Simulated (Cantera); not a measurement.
Standard-state values (1 bar) from the NASA 1993 polynomials, evaluated with Cantera. Values are per mole of reaction as written; species without (g) are pure solids or liquids, kept so even where they would boil at 1 bar.

Task: Between 673 and 1473 K, where is each reaction favourable under standard conditions?
- 2 Li(g) + NO(g) + 3 F(g) = NF3(g) + Li2O

Result: 
- 2 Li(g) + NO(g) + 3 F(g) = NF3(g) + Li2O: ΔG° is -928 kJ at 673 K and -398 kJ at 1473 K; it stays negative (K > 1). ΔH° is -1357 kJ and ΔS° -651 J/K at 1473 K.
